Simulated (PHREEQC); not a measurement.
Solution (25 °C): 0.009 mol H2SO4, 0.004 mol MnSO4 and 0.00023 mol Na2SO4 per kg of water. Closed to the air; pH follows from the charge balance.

All values are PHREEQC results (ion-association model, phreeqc.dat), not measurements.

Precipitation was switched off in this run.

Problem. Estimate the pH.

Solution. pH 1.94.

Problem. In which forms is Mn present?

Solution. Mn+2 73 %, MnSO4 27 % of the Mn.

Complexes and solids missing from the database can't appear.
